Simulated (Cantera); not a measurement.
## Abatement and gas-phase synthesis: HI + H2O + N2

Charge: 1 mol HI, 0.034 mol H2O, 1.4 mol N2, held at 101000 Pa.

Cantera equilibrium calculation (NASA polynomials, part measured and part estimated; ideal gas, pure solids and liquids). Candidate condensed phases: H2O, I2; 50 gas species. Ions and electrons are included (thermal ionisation). Rates play no part.

```tsv
T (K)	x N2	x I	x H	x H2	x HI	x N	x H2O
2000	0.494	0.283	0.000612	0.144	0.0649	6.30e-10	0.0120
2250	0.487	0.305	0.00288	0.152	0.0406	1.55e-8	0.0118
2500	0.481	0.316	0.00979	0.154	0.0267	2.01e-7	0.0115
2750	0.475	0.321	0.0261	0.148	0.0182	1.64e-6	0.0109
3000	0.466	0.320	0.0572	0.133	0.0125	9.44e-6	0.00936
3250	0.452	0.315	0.105	0.108	0.00844	4.12e-5	0.00643
3500	0.436	0.306	0.163	0.0776	0.00550	0.000145	0.00302
3750	0.421	0.298	0.218	0.0481	0.00343	0.000433	0.000955
4000	0.411	0.292	0.257	0.0264	0.00208	0.00113	0.000238
4250	0.404	0.289	0.280	0.0138	0.00126	0.00265	5.61e-5
4500	0.399	0.286	0.291	0.00718	0.000781	0.00565	1.39e-5
4750	0.394	0.285	0.296	0.00387	0.000500	0.0111	3.75e-6
5000	0.386	0.283	0.298	0.00217	0.000330	0.0205	1.12e-6
```
x: gas mole fraction; nothing condenses.

From 2000 K to 5000 K nothing is condensed.
